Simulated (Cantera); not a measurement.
A perfectly stirred reactor is fed with CH₄ : N₂ = 1 : 16 (molar parts), at 750 Torr; it is held at 1875 K, and followed from long to short residence time.

Computed with Cantera and GRI-Mech 3.0 (53 species, 325 reactions). GRI-Mech 3.0 stops at C3 and has no aromatics, soot or wall deposition, so with more carbon than oxygen in the feed, carbon stays in small species such as C2H2 where larger ones or solid carbon would form.

Problem. What does this change do: pressure from 750 Torr to 11.3 Torr?

Solution. 
```tsv
quantity	before	after
x(CH₄) at τ = 0.460 s	0.00209	0.00823
x(C₂H₆) at τ = 0.460 s	4.02e-7	6.62e-7
x(C₂H) at τ = 0.460 s	7.10e-7	1.32e-6
x(H) at τ = 0.460 s	0.000180	0.000336
x(C₂H₂) at τ = 0.460 s	0.0267	0.0234
x(CH₄) at τ = 6.50 ms	0.0170	0.0557
x(C₂H₆) at τ = 6.50 ms	2.30e-5	1.54e-6
x(C₂H) at τ = 6.50 ms	4.77e-7	1.88e-8
x(H) at τ = 6.50 ms	0.000123	1.24e-5
x(C₂H₂) at τ = 6.50 ms	0.0190	0.000353
```
Radical loss at walls, strong at low pressure, is not modelled.

Problem. What does this change do: pressure from 750 Torr to 3.53 Torr?

Solution. 
```csv
quantity,before,after
x(CH₄) at τ = 0.460 s,0.00209,0.0164
x(C₂H₆) at τ = 0.460 s,4.02e-7,8.32e-7
x(C₂H) at τ = 0.460 s,7.10e-7,9.32e-7
x(H) at τ = 0.460 s,0.000180,0.000241
x(C₂H₂) at τ = 0.460 s,0.0267,0.0190
x(CH₄) at τ = 6.50 ms,0.0170,0.0583
x(C₂H₆) at τ = 6.50 ms,2.30e-5,6.36e-8
x(C₂H) at τ = 6.50 ms,4.77e-7,5.76e-10
x(H) at τ = 6.50 ms,0.000123,3.62e-6
x(C₂H₂) at τ = 6.50 ms,0.0190,6.26e-6
```
Radical loss at walls, strong at low pressure, is not modelled.
